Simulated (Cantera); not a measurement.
An isothermal, constant-pressure homogeneous reactor starts with 34.5 % CH₄, 65.5 % H₂O, at 1300 K and 1.00 atm.

Computed with Cantera and GRI-Mech 3.0 (53 species, 325 reactions).

x: mole fraction; the columns are a selection and need not sum to one.

```json
[
 {"t (s)": "1.00e-6", "x CH₄": "0.345", "x H₂O": "0.655", "x C₂H": "<1e-12", "x H₂": "1.94e-9", "x CH₂CO": "<1e-12", "x HCO": "<1e-12"},
 {"t (s)": "3.73e-6", "x CH₄": "0.345", "x H₂O": "0.655", "x C₂H": "<1e-12", "x H₂": "9.05e-9", "x CH₂CO": "<1e-12", "x HCO": "<1e-12"},
 {"t (s)": "1.39e-5", "x CH₄": "0.345", "x H₂O": "0.655", "x C₂H": "<1e-12", "x H₂": "3.56e-8", "x CH₂CO": "<1e-12", "x HCO": "<1e-12"},
 {"t (s)": "5.18e-5", "x CH₄": "0.345", "x H₂O": "0.655", "x C₂H": "<1e-12", "x H₂": "1.35e-7", "x CH₂CO": "<1e-12", "x HCO": "<1e-12"},
 {"t (s)": "0.000193", "x CH₄": "0.345", "x H₂O": "0.655", "x C₂H": "<1e-12", "x H₂": "5.04e-7", "x CH₂CO": "<1e-12", "x HCO": "<1e-12"},
 {"t (s)": "0.000720", "x CH₄": "0.345", "x H₂O": "0.655", "x C₂H": "<1e-12", "x H₂": "1.89e-6", "x CH₂CO": "<1e-12", "x HCO": "<1e-12"},
 {"t (s)": "0.00268", "x CH₄": "0.345", "x H₂O": "0.655", "x C₂H": "<1e-12", "x H₂": "7.30e-6", "x CH₂CO": "<1e-12", "x HCO": "<1e-12"},
 {"t (s)": "0.0100", "x CH₄": "0.345", "x H₂O": "0.655", "x C₂H": "<1e-12", "x H₂": "2.82e-5", "x CH₂CO": "<1e-12", "x HCO": "<1e-12"},
 {"t (s)": "0.0373", "x CH₄": "0.345", "x H₂O": "0.655", "x C₂H": "<1e-12", "x H₂": "0.000112", "x CH₂CO": "3.62e-12", "x HCO": "<1e-12"},
 {"t (s)": "0.139", "x CH₄": "0.344", "x H₂O": "0.655", "x C₂H": "<1e-12", "x H₂": "(withheld)", "x CH₂CO": "6.77e-10", "x HCO": "<1e-12"},
 {"t (s)": "0.518", "x CH₄": "0.341", "x H₂O": "0.654", "x C₂H": "<1e-12", "x H₂": "0.00285", "x CH₂CO": "8.70e-8", "x HCO": "2.15e-12"},
 {"t (s)": "1.93", "x CH₄": "0.331", "x H₂O": "0.650", "x C₂H": "2.87e-12", "x H₂": "0.0141", "x CH₂CO": "1.98e-6", "x HCO": "2.28e-12"},
 {"t (s)": "7.20", "x CH₄": "0.297", "x H₂O": "0.633", "x C₂H": "1.18e-11", "x H₂": "0.0514", "x CH₂CO": "7.35e-6", "x HCO": "2.50e-12"},
 {"t (s)": "26.8", "x CH₄": "(withheld)", "x H₂O": "0.594", "x C₂H": "2.78e-11", "x H₂": "(withheld)", "x CH₂CO": "(withheld)", "x HCO": "5.68e-12"},
 {"t (s)": "100", "x CH₄": "0.179", "x H₂O": "0.533", "x C₂H": "3.19e-11", "x H₂": "0.214", "x CH₂CO": "9.14e-6", "x HCO": "2.78e-11"}
]
```

Question: Some entries are withheld; supply them.

Answer: 
- 0.139, x H₂: 0.000513
- 26.8, x CH₄: 0.222
- 26.8, x H₂: 0.135
- 26.8, x CH₂CO: 1.22e-5
